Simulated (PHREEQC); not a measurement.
Consider water at 45 °C with 0.019 mol/kgw HCl and 0.56 mol/kgw MnSO4. It is in equilibrium with CO2 at log p = 0 (atm). Otherwise closed; pH follows from the charge balance.

The numbers come from PHREEQC with the ion-association model, phreeqc.dat.

No solid was allowed to form.

Task: Estimate the pH.

Result: pH 2.63.

Task: In which forms is Mn present?

Result: MnSO4 57 %, Mn+2 42 %, MnCl+ 0.5 % of the Mn.

Ionic strength above about 0.7 mol/kgw puts this run outside the model's range. At this temperature some constants are extrapolated from 25 °C, and those without enthalpy data are left unchanged.
